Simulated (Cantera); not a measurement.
Charge: 1 mol SiC, 0.43 mol H₂O, 44 mol N₂, 0.15 mol N₂O, at 0.248 Torr.

Cantera equilibrium calculation (NASA polynomials, part measured and part estimated; ideal gas, pure solids and liquids). Candidate condensed phases: C, C₆H₆, C₇H₈, C₈H₁₈, H₂O, Si, SiC, SiO₂, Si₂N₂O, Si₃N₄; 151 gas species. Mutual solubility and eutectic melting of coexisting phases are not modelled. Equilibrium is a limit: real reactors are often held back by kinetics, nucleation or transport.

Task: Which condensed phases are stable at each of these points (T (K)): 923, 1023, 1123, 1223, 1323, 1423, 1523, 1623, 1723, 1823, 1923, 2023, 2123, 2223?

Result: 
```
T (K)         condensed phases  Si condensed (%)
-----  -----------------------  ----------------
923    C(graphite) + Si₂N₂O(s)             100.0
1023   C(graphite) + Si₂N₂O(s)             100.0
1123   C(graphite) + Si₂N₂O(s)             100.0
1223   C(graphite) + Si₂N₂O(s)             100.0
1323        SiC(s) + Si₂N₂O(s)              99.9
1423        SiC(s) + Si₂N₂O(s)              98.4
1523        SiC(s) + Si₂N₂O(s)              71.9
1623                    SiC(s)              70.7
1723                    SiC(s)              69.3
1823                    SiC(s)              62.5
1923                    SiC(s)              47.7
2023                    SiC(s)              33.2
2123               C(graphite)               0.0
2223               C(graphite)               0.0
```

From 923 K to 1223 K the condensed part is C(graphite) + Si₂N₂O(s). From 1323 K to 1523 K the condensed part is SiC(s) + Si₂N₂O(s). From 1623 K to 2023 K the condensed part is SiC(s). From 2123 K to 2223 K the condensed part is C(graphite).
